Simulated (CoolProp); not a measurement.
Properties of R1224YDZ at several states (Tc = 428.7 K, pc = 3.334 MPa, ω = 0.325).

Model: reference Helmholtz-energy equation of state, Akasaka 2023, in CoolProp.

```
T (K)  p (MPa)   phase  cv (kJ/(kg K))  speed of sound (m/s)  isothermal compressibility (1/MPa)  expansivity (1/kK)  fugacity coefficient
-----  -------  ------  --------------  --------------------  ----------------------------------  ------------------  --------------------
204.5     1.77  liquid          0.7060            (withheld)                           0.0008953               1.477             0.0004646
245.4      9.7  liquid      (withheld)            (withheld)                            0.001222          (withheld)              0.002235
204.3    0.238  liquid          0.7053                 999.1                           0.0009071               1.490              0.003122
386.7    0.305     gas          0.8593            (withheld)                          (withheld)               3.058            (withheld)
373.5     2.63  liquid          0.9178                 359.1                             0.01011               3.632                0.3800
364.9   0.0139     gas          0.8139                 147.5                               72.13               2.765                0.9975
```

Problem. Some entries are withheld; supply them.

Solution. 
- 204.5, speed of sound (m/s): 1004
- 245.4, cv (kJ/(kg K)): 0.7483
- 245.4, speed of sound (m/s): 870.8
- 245.4, expansivity (1/kK): 1.509
- 386.7, speed of sound (m/s): 145.8
- 386.7, isothermal compressibility (1/MPa): 3.447
- 386.7, fugacity coefficient: 0.9550
